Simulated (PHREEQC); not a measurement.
Dissolve 0.0012 mol/kgw NaHSO4, 9.7e-05 mol/kgw Na2HPO4 and 0.00087 mol/kgw NaCl at 75 °C. Closed to the air; pH follows from the charge balance.

The numbers come from PHREEQC with the ion-association model, phreeqc.dat.

| quantity | before | after |
|---|---|---|
| pH | 3.09 | 3.09 |
| ionic strength (mol/kgw) | 0.00409 | 0.00497 |
| SO4-2 (mol/kgw) | 0.000972 | 0.000972 |
| HSO4- (mol/kgw) | 0.000218 | 0.000214 |
| H3PO4 (mol/kgw) | 1.51e-5 | 1.50e-5 |
| NaSO4- (mol/kgw) | 1.06e-5 | 1.43e-5 |

### Question
Which change was made?
A. NaHSO4 from 0.0012 to 0.0018 mol/kgw
B. NaCl from 0.00087 to 0.00174 mol/kgw
C. NaCl left out
D. temperature from 75 to 85 °C

### Answer
B, NaCl from 0.00087 to 0.00174 mol/kgw

No solid was allowed to form. Away from 25 °C the constants follow the database's enthalpies or fits; those with neither stay at their 25 °C values.
